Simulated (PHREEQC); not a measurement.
# Alkaline etch or developer: speciation

Make-up at 25 °C: 1.5 mmol/kgw TMAH, 2.3 mmol/kgw K2SiO3 and 5.8 mmol/kgw Na2CO3. Closed to the air; pH follows from the charge balance.

Computed with PHREEQC (ion-association model, phreeqc.dat).

Each row changes one thing in this solution. Precipitation was switched off in this run.

```tsv
case	pH	ionic strength (mol/kgw)	Na+ (mol/kgw)	CO3-2 (mol/kgw)	NaCO3- (mol/kgw)	HCO3- (mol/kgw)
as made	11.53	0.0222	0.0110	0.00500	0.000591	0.000208
TMAH from 0.0015 to 0.00225 mol/kgw	___	___	0.0110	0.00503	0.000590	0.000178
0.00031 mol/kgw CO2 added	11.46	0.0224	0.0110	0.00524	0.000616	0.000254
TMAH left out	___	0.0206	0.0110	0.00490	0.000589	0.000311
temperature from 25 to 10 °C	12.05	___	___	0.00540	0.000297	9.80e-5
Na2CO3 from 0.0058 to 0.0029 mol/kgw	11.53	0.0144	0.00563	0.00261	0.000172	0.000116
K2SiO3 left out	11.22	0.0173	0.0110	0.00478	0.000595	0.000421
Na2CO3 from 0.0058 to 0.058 mol/kgw	11.54	0.136	0.0942	0.0352	0.0218	0.000988
```

Some entries are withheld; supply them.


- TMAH from 0.0015 to 0.00225 mol/kgw, pH: 11.60
- TMAH from 0.0015 to 0.00225 mol/kgw, ionic strength (mol/kgw): 0.0230
- TMAH left out, pH: 11.35
- temperature from 25 to 10 °C, ionic strength (mol/kgw): 0.0229
- temperature from 25 to 10 °C, Na+ (mol/kgw): 0.0113

Complexes and solids missing from the database can't appear. (CH3)4N+ isn't in the database: it is added as a free cation with an ion size of 4 Å. At this temperature some constants are extrapolated from 25 °C, and those without enthalpy data are left unchanged.
